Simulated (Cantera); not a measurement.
A closed system holds: 1 mol SiF₄, 4.2 mol O₂, equilibrated at 652 °C and 10.0 mbar.

Method: chemical equilibrium by Gibbs-energy minimisation in Cantera with the NASA 1993 tables (ideal gas, pure condensed phases). Candidate condensed phases: Si, SiO₂; 17 gas species. The numbers say what is thermodynamically allowed, not how fast it happens.

What is the equilibrium state?


```json
{
  "x(O₂)": "0.808",
  "x(SiF₄)": "0.192",
  "gas_amount": "5.200 mol",
  "log10 activity of Si(s) (absent)": "-44.06"
}
```
